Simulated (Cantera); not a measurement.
**Counterflow diffusion flame**

A counterflow diffusion flame at 1.00 bar, nozzles 20 mm apart: fuel side CH3OH : N2 = 1 : 2 (molar parts) at 400 K, oxidiser side O2 : N2 = 0.24 : 0.76 (molar parts) at 450 K, fuel mass flux 1 times the oxidiser's; mixture-averaged transport, no radiation.

Model: GRI-Mech 3.0 (53 species, 325 reactions), integrated in Cantera. GRI-Mech 3.0 was tuned for natural gas; its chemistry of methanol as a main component is partial and can be far from experiment. GRI-Mech 3.0 has no aromatics or soot, which form on the fuel side of real flames. The maximum strain rate includes the flame's own expansion and is several times the mean.

```json
[
 {"oxidiser flux (kg/m²/s)": "0.25", "max strain (1/s)": "128", "mean strain (1/s)": "30.3", "T max (K)": "1923", "peak x OH": "0.00644", "peak x H": "0.00472", "peak x NO": "3.85e-5", "peak x CO": "0.0981", "peak x C2H2": "9.74e-5"},
 {"oxidiser flux (kg/m²/s)": "0.32", "max strain (1/s)": "159", "mean strain (1/s)": "38.8", "T max (K)": "1900", "peak x OH": "0.00652", "peak x H": "0.00504", "peak x NO": "3.47e-5", "peak x CO": "0.0971", "peak x C2H2": "0.000111"},
 {"oxidiser flux (kg/m²/s)": "0.41", "max strain (1/s)": "198", "mean strain (1/s)": "49.7", "T max (K)": "1877", "peak x OH": "0.00654", "peak x H": "0.00536", "peak x NO": "3.16e-5", "peak x CO": "0.0960", "peak x C2H2": "0.000125"},
 {"oxidiser flux (kg/m²/s)": "0.53", "max strain (1/s)": "251", "mean strain (1/s)": "64.2", "T max (K)": "1852", "peak x OH": "0.00655", "peak x H": "0.00567", "peak x NO": "2.87e-5", "peak x CO": "0.0949", "peak x C2H2": "0.000138"},
 {"oxidiser flux (kg/m²/s)": "0.67", "max strain (1/s)": "311", "mean strain (1/s)": "81.2", "T max (K)": "1829", "peak x OH": "0.00652", "peak x H": "0.00597", "peak x NO": "2.63e-5", "peak x CO": "0.0939", "peak x C2H2": "0.000148"},
 {"oxidiser flux (kg/m²/s)": "0.86", "max strain (1/s)": "391", "mean strain (1/s)": "104", "T max (K)": "1803", "peak x OH": "0.00648", "peak x H": "0.00626", "peak x NO": "2.39e-5", "peak x CO": "0.0929", "peak x C2H2": "0.000157"},
 {"oxidiser flux (kg/m²/s)": "1.1", "max strain (1/s)": "490", "mean strain (1/s)": "133", "T max (K)": "1777", "peak x OH": "0.00641", "peak x H": "0.00652", "peak x NO": "2.16e-5", "peak x CO": "0.0919", "peak x C2H2": "0.000161"},
 {"oxidiser flux (kg/m²/s)": "1.4", "max strain (1/s)": "613", "mean strain (1/s)": "170", "T max (K)": "1751", "peak x OH": "0.00629", "peak x H": "0.00674", "peak x NO": "1.93e-5", "peak x CO": "0.0909", "peak x C2H2": "0.000160"},
 {"oxidiser flux (kg/m²/s)": "1.8", "max strain (1/s)": "776", "mean strain (1/s)": "218", "T max (K)": "1726", "peak x OH": "0.00616", "peak x H": "0.00693", "peak x NO": "1.71e-5", "peak x CO": "0.0899", "peak x C2H2": "0.000154"},
 {"oxidiser flux (kg/m²/s)": "2.3", "max strain (1/s)": "976", "mean strain (1/s)": "279", "T max (K)": "1698", "peak x OH": "0.00595", "peak x H": "0.00703", "peak x NO": "1.48e-5", "peak x CO": "0.0891", "peak x C2H2": "0.000140"}
]
```
x: mole fraction; the columns are a selection and need not sum to one.
